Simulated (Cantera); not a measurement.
An isothermal, constant-pressure homogeneous reactor starts with H₂ : O₂ : N₂ = 1.8 : 1 : 2 (molar parts), equivalence ratio 0.90, at 1350 K and 15000 Pa. Integrator tolerance rtol = 1e-08.

Model: GRI-Mech 3.0 (53 species, 325 reactions), integrated in Cantera. The temperature is held fixed by assumption; the heat of reaction is taken as removed at once.

**Question.** What does this change do: temperature 1350 to 825 K?

**Answer.** 
```
quantity                                             before                                      after
-----------------  ----------------------------------------  -----------------------------------------
x(H₂) at 60.0 s     1.53e-6 (gas-phase equilibrium 1.53e-6)     0.171 (gas-phase equilibrium 1.19e-12)
x(O₂) at 60.0 s       0.0256 (gas-phase equilibrium 0.0256)       0.109 (gas-phase equilibrium 0.0256)
x(HO₂) at 60.0 s    1.63e-8 (gas-phase equilibrium 1.63e-8)   1.36e-5 (gas-phase equilibrium 8.66e-12)
x(H₂O₂) at 60.0 s   2.27e-9 (gas-phase equilibrium 2.27e-9)  0.000505 (gas-phase equilibrium 5.38e-12)
x(NO) at 60.0 s    2.16e-5 (gas-phase equilibrium 0.000153)    2.27e-9 (gas-phase equilibrium 8.61e-7)
x(H) at 60.0 s      7.66e-9 (gas-phase equilibrium 7.67e-9)     5.55e-8 (gas-phase equilibrium <1e-12)
```
Below about 950 K walls govern HO2 and H2O2 in real vessels.
